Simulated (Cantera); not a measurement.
Charge: 1 mol borazine, 0.18 mol O2, 11 mol H2, held at 1723 K and 1.00 Torr.

These are equilibrium values from Cantera (NASA tables, ideal gas, pure condensed phases), not measurements of a reactor. Candidate condensed phases: B, BN, B2O3, B3O3H3, H2O; 39 gas species. The feed counts by its element totals alone. The tables' values for BH2 are old estimates; treat these amounts as uncertain. Rates play no part.

Base state: H2 0.960, HBO 0.0193, N2 0.0124, H 0.00489, BO 0.00192, B2O2 0.00172, HBO2 7.70e-5, B2O3 5.38e-5 (mole fractions); condensed: BN(s).

Problem. What changes in the equilibrium state with this change: temperature from 1723 K to 1400 K?

Solution. 
```tsv
species	before	after
H2	0.960	0.980
N2	0.0124	0.00878
HBO	0.0193	0.00523
H	0.00489	0.000132
BH2	1.69e-5	1.65e-8
BO	0.00192	2.14e-5
HBO2	7.70e-5	0.00344
B2O3	5.38e-5	0.00180
H2O	6.95e-6	0.000181
BN(s), mol	2.64	2.75
B2O3(l), mol	0	0.0333
```
Mutual solubility and eutectic melting of coexisting phases are not modelled.

Problem. What changes in the equilibrium state with this change: borazine replaced by B?

Solution. 
| species | before | after |
|---|---|---|
| H2 | 0.960 | 0.966 |
| HBO | 0.0193 | 0.0242 |
| H | 0.00489 | 0.00491 |
| N2 | 0.0124 | 0 |
| B2O | 2.96e-6 | 1.53e-5 |
| BH2 | 1.69e-5 | 7.08e-5 |
| HBO2 | 7.70e-5 | 2.90e-5 |
| B2O3 | 5.38e-5 | 2.52e-5 |
| B2O2 | 0.00172 | 0.00268 |
| BN(s), mol | 2.64 | 0 |
| B(s), mol | 0 | 0.640 |
